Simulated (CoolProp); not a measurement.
A single-stage vapour-compression cycle with the fluid: evaporating at 274.15 K (dew point), condensing at 310.15 K (bubble point), superheat 5 K, subcooling 2 K, compressor efficiency 0.85, no pressure losses. The same conditions are run with several fluids, on thermodynamics alone (safety and materials aside).

Model: reference Helmholtz-energy equation of state of each fluid (the fluoroketone C6F12O (FK-5-1-12): McLinden 2015; R21: Platzer 1990; R11: Jacobsen 1992; R507A: Lemmon 2003; R113: Marx 1992; R134a: Tillner-Roth 1994), in CoolProp. The equations of Platzer and Polt are older, rougher fits. Blends and air are pseudo-pure fits.

Question: Rank the fluoroketone C6F12O (FK-5-1-12), R21, R11, R507A, R113, R134a by cooling COP, highest first.

Answer: R11 (5.88), R21 (5.83), R113 (5.79), R134a (5.46), the fluoroketone C6F12O (FK-5-1-12) (5.10), R507A (4.99)

| fluid | pressure ratio | discharge temperature (K) | refrigerating effect (kJ/kg) | volumetric capacity (kJ/m³) |
|---|---|---|---|---|
| the fluoroketone C6F12O (FK-5-1-12) | 4.98 | 310.1 | 68.2 | 124 |
| R21 | 3.64 | 343.0 | 211 | 711 |
| R11 | 3.78 | 329.4 | 163 | 411 |
| R507A | 2.70 | 321.5 | 116 | 3730 |
| R113 | 4.46 | 315.5 | 131 | 168 |
| R134a | 3.09 | 323.0 | 155 | 2250 |

The compression ends wet for: the fluoroketone C6F12O (FK-5-1-12).
